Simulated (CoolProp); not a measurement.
The numbers come from the reference Helmholtz-energy equation of state, Thol 2017 in CoolProp.

Question: For decamethyltetrasiloxane (MD2M), give the phase and the density (kg/m³), cp (kJ/(kg K)), cv (kJ/(kg K)), speed of sound (m/s) at 498.9 K and 1.01 MPa.

Answer: 
- 498.9 K and 1.01 MPa: liquid; density 632, cp 2.17, cv 1.89, speed of sound 372
